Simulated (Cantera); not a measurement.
# Gas activation for diamond growth

An isothermal, constant-pressure homogeneous reactor starts with 1.85 % CH4, 97.3 % H2, 0.856 % CO2, at 1900 K and 1330 Pa.

Model: GRI-Mech 3.0 (53 species, 325 reactions), integrated in Cantera. GRI-Mech 3.0 stops at C3 and has no aromatics, soot or wall deposition, so with more carbon than oxygen in the feed, carbon stays in small species such as C2H2 where larger ones or solid carbon would form. Radical loss at walls, strong at low pressure, is not modelled.

| t (s) | x CH4 | x H2 | x CO2 | x C2H4 | x O | x HO2 | x CH2 |
|---|---|---|---|---|---|---|---|
| 0.000200 | 0.0185 | 0.973 | 0.00856 | 2.93e-10 | <1e-12 | <1e-12 | 1.92e-10 |
| 0.00102 | 0.0184 | 0.973 | 0.00855 | 3.43e-8 | 2.68e-12 | <1e-12 | 5.50e-9 |
| 0.00518 | 0.0183 | 0.972 | 0.00838 | 3.10e-6 | 4.91e-11 | <1e-12 | 1.40e-7 |
| 0.0264 | 0.0167 | 0.967 | 0.00508 | 3.84e-5 | 2.03e-9 | <1e-12 | 2.44e-6 |
| 0.134 | 0.00693 | 0.966 | 2.58e-5 | 1.42e-5 | 1.12e-8 | <1e-12 | 3.47e-6 |
| 0.683 | 0.00120 | 0.968 | 1.70e-5 | 1.84e-6 | 1.59e-8 | <1e-12 | 1.06e-6 |
| 3.47 | 0.000516 | 0.969 | 1.36e-5 | 1.20e-6 | 1.19e-8 | <1e-12 | 5.56e-7 |
| 17.7 | 0.000183 | 0.971 | 2.70e-6 | 8.09e-7 | 1.96e-9 | <1e-12 | 2.13e-7 |
| 90.0 | 2.61e-5 | 0.972 | 1.07e-9 | 7.50e-7 | <1e-12 | <1e-12 | 3.12e-8 |
x: mole fraction; the columns are a selection and need not sum to one.

Equilibrium at this temperature and pressure: CH4 2.53e-5, H2 0.972, CO2 4.29e-11, C2H4 7.50e-7, O <1e-12, HO2 <1e-12, CH2 3.02e-8 (gas phase only).
